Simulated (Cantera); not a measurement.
Dilute partial oxidation

A perfectly stirred reactor is fed with 0.378 % CH₂O, 0.199 % O₂, 99.4 % N₂, equivalence ratio 1.9, at 1.00 bar; it is held at 1050 K, and followed from long to short residence time.

Model: GRI-Mech 3.0 (53 species, 325 reactions), integrated in Cantera.

| τ (s) | x CH₂O | x O₂ | x HCN | x H₂O | x C₂H₆ | x C₂H₂ | x N₂O |
|---|---|---|---|---|---|---|---|
| 1.2 | 6.62e-7 | 2.69e-5 | 7.34e-9 | 0.00231 | 1.10e-11 | 3.50e-11 | 1.73e-9 |
| 0.49 | 1.14e-6 | 4.64e-5 | 7.01e-9 | 0.00241 | 1.18e-11 | 4.05e-11 | 3.07e-9 |
| 0.20 | 2.11e-6 | 8.52e-5 | 6.03e-9 | 0.00248 | 1.20e-11 | 3.77e-11 | 5.50e-9 |
| 0.080 | 4.46e-6 | 0.000175 | 4.59e-9 | 0.00250 | 1.22e-11 | 2.75e-11 | 9.47e-9 |
| 0.032 | 1.22e-5 | 0.000409 | 2.48e-9 | 0.00234 | 1.38e-11 | 1.39e-11 | 1.24e-8 |
| 0.013 | 0.00180 | 0.00162 | <1e-12 | 0.000596 | <1e-12 | <1e-12 | 2.15e-10 |
| 0.0052 | 0.00287 | 0.00180 | <1e-12 | 0.000240 | <1e-12 | <1e-12 | 9.08e-11 |
| 0.0021 | 0.00369 | 0.00196 | <1e-12 | 1.50e-5 | <1e-12 | <1e-12 | 1.19e-11 |
x: mole fraction; the columns are a selection and need not sum to one.
